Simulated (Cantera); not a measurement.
Input (Python, Cantera) and output of one run.

```python
import numpy as np
import cantera as ct

gas_names = """
    B BCL BCL2 BCL3 BH BH2 BH3 BN B2 CL CL2 H HCL H2 N NH NH2 NH3 N2 N2H2 N2H4
""".split()
cond_names = """
    B(b) B(L) BN(s) NH4CL(a) NH4CL(b)
""".split()


# ... load() reads the species with a 1 bar reference pressure and builds the phases ...
atoms = {
    'BCl3': {'B': 1, 'CL': 3},
    'N2': {'N': 2},
    'H2': {'H': 2},
}
top_T = {'BN(s)': 3200}  # K; cautious upper limits of use, not melting points


# ... equilibrate(T, P, feed) seeds the gas with the atoms and calls Mixture.equilibrate('TP', solver="vcs", rtol=1e-11, max_steps=5000) ...
results = []
feed = {'BCl3': 1, 'N2': 3.8, 'H2': 1.8}  # mol
T = 1650  # K
P = 133.322  # Pa
mix = equilibrate(T, P, feed)
results.append((T, P, feed, dict(zip(mix.species_names, mix.species_moles))))
print(gas.report(threshold=1e-05))
for i in range(1, mix.n_phases):
    print(f"{mix.phase(i).name:16s} {mix.phase_moles(i):12.5e} mol")
```

Output:

```
       temperature   1650 K
          pressure   133.32 Pa
           density   0.00029879 kg/m^3
  mean mol. weight   30.745 kg/kmol
   phase of matter   gas

                          1 kg             1 kmol
                     ---------------   ---------------
          enthalpy             67395        2.0721e+06  J
   internal energy       -3.7881e+05       -1.1647e+07  J
           entropy            9851.2        3.0288e+05  J/K
    Gibbs function       -1.6187e+07       -4.9768e+08  J
 heat capacity c_p            1139.4             35030  J/K
 heat capacity c_v            868.93             26716  J/K

                      mass frac. Y      mole frac. X     chem. pot. / RT
                     ---------------   ---------------   ---------------
               BCL         0.0016283         0.0010822           -32.513
              BCL2         0.0018112        0.00068152           -58.209
              BCL3          0.021201         0.0055636           -83.905
                CL         0.0040772         0.0035361           -25.696
                 H        1.9361e-05        0.00059054           -14.191
               HCL           0.51024           0.43029           -39.887
                H2         0.0036941          0.056338           -28.381
                N2           0.45733           0.50192            -33.62
     [  +13 minor]        1.8089e-06        8.1919e-07

B(b)              0.00000e+00 mol
BN(s)             9.51470e-01 mol
```

Equilibrium computed with Cantera from the NASA thermochemical tables; the gas is ideal and each condensed phase is pure. The tables' values for BCl, BCl2 are old estimates; treat these amounts as uncertain. Gases not in the tables: BHCl2.
